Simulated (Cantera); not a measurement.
Feed: 1 mol CaO, 7.3 mol HCl, at 1.00 bar.

Cantera equilibrium calculation (NASA polynomials, part measured and part estimated; ideal gas, pure solids and liquids). Candidate condensed phases: Ca, CaCl2, CaO, Ca(OH)2, H2O; 21 gas species. Condensed phases not in the tables: oxide chlorides. The numbers say what is thermodynamically allowed, not how fast it happens.

x: gas mole fraction; n: condensed amount in mol.

```tsv
T (K)	x HCl	x H2O	x H2	x Cl	x Cl2	x CaCl2	x OH	n CaCl2(s)	n CaCl2(l)
923	0.841	0.159	1.81e-6	1.47e-7	1.74e-6	9.52e-10	[?]	1.00	0
973	0.841	0.159	3.46e-6	4.61e-7	3.23e-6	7.75e-9	[?]	1.00	0
1023	0.841	0.159	6.24e-6	1.29e-6	5.59e-6	5.10e-8	[?]	1.00	0
1073	0.841	0.159	1.08e-5	3.25e-6	9.13e-6	2.56e-7	[?]	0	1.000
1123	0.841	0.159	1.79e-5	7.53e-6	1.41e-5	1.04e-6	[?]	0	1.000
1173	0.841	0.159	2.89e-5	1.61e-5	2.08e-5	3.69e-6	[?]	0	1.000
1223	0.841	0.159	4.54e-5	3.23e-5	2.92e-5	1.17e-5	[?]	0	1.000
1273	0.841	0.159	7.00e-5	6.09e-5	3.94e-5	3.38e-5	[?]	0	1.000
```

**Question.** Complete the blanks.

**Answer.** 
- 923, x OH: 3.35e-11
- 973, x OH: 1.65e-10
- 1023, x OH: 6.92e-10
- 1073, x OH: 2.53e-9
- 1123, x OH: 8.23e-9
- 1173, x OH: 2.40e-8
- 1223, x OH: 6.38e-8
- 1273, x OH: 1.56e-7
